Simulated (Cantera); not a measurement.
Feed: 1 mol SiCl₄, 0.9 mol Cl₂, 12 mol H₂, held at 3.30 bar.

Cantera equilibrium calculation (NASA polynomials, part measured and part estimated; ideal gas, pure solids and liquids). Candidate condensed phases: Si; 19 gas species. Kinetics and transport are ignored.

Problem. At 675 K, list the 4 most abundant gas species with their mole fractions, and the condensed phases.

Solution. H₂ 0.799, HCl 0.130, SiCl₄ 0.0719, SiHCl₃ 5.81e-5. Condensed: gas only.
